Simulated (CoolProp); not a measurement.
Saturated liquid density (kg/m³) of tetrahydrofuran: the reference equation beside estimates from Tc = 540.2 K, pc = 5304 kPa, ω = 0.234. Rackett uses Z = 0.29056 − 0.08775 ω.

Computed with CoolProp (reference Helmholtz-energy equation of state, Fiedler 2023).

| T (K) | reference | Rackett | Soave-Redlich-Kwong | Peng-Robinson |
|---|---|---|---|---|
| 398.9 | 761.9 | 769.9 | 701.6 | 795.3 |
| 413.7 | 741.9 | 748.8 | 679.0 | 770.2 |
| 428.6 | 720.6 | 726.4 | 654.3 | 742.5 |
| 443.5 | 698.0 | 702.5 | 627.3 | 712.0 |
| 458.4 | 673.7 | 676.7 | 597.5 | 678.1 |
| 473.2 | 647.2 | 648.6 | 564.5 | 640.2 |
| 488.1 | 617.0 | 617.0 | 526.9 | 596.6 |
| 503 | 581.3 | 580.2 | 483.1 | 545.4 |

Absolute difference from the reference over all 8 rows, mean and median: Rackett 0.5 and 0.5 %, Soave-Redlich-Kwong 11.4 and 10.7 %, Peng-Robinson 3.1 and 3.2 %.
